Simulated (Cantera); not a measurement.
An adiabatic, constant-pressure homogeneous reactor starts with H₂ : O₂ : N₂ = 1 : 0.505 : 1.9 (molar parts), at 1098 K and 9.10 bar.

Computed with Cantera and GRI-Mech 3.0 (53 species, 325 reactions). The hydrogen kinetics of GRI-Mech 3.0 are dated; newer H2 mechanisms differ, most at raised pressure.

### Question
Predict: time of steepest temperature rise; temperature at 8.00 s; equilibrium temperature; x(H₂) at 8.00 s; x(O₂) at 8.00 s; x(HO₂) at 8.00 s; x(NO₂) at 8.00 s; x(H₂O₂) at 8.00 s; x(N₂O) at 8.00 s.

### Answer
| Quantity | Value |
|---|---|
| time of steepest temperature rise | 0.915 ms |
| temperature at 8.00 s | 2857 K |
| equilibrium temperature | 2857 K |
| x(H₂) at 8.00 s | 0.0288 (gas-phase equilibrium 0.0288) |
| x(O₂) at 8.00 s | 0.00856 (gas-phase equilibrium 0.00856) |
| x(HO₂) at 8.00 s | 8.74e-6 (gas-phase equilibrium 8.74e-6) |
| x(NO₂) at 8.00 s | 2.83e-6 (gas-phase equilibrium 2.83e-6) |
| x(H₂O₂) at 8.00 s | 1.14e-6 (gas-phase equilibrium 1.14e-6) |
| x(N₂O) at 8.00 s | 1.10e-6 (gas-phase equilibrium 1.10e-6) |
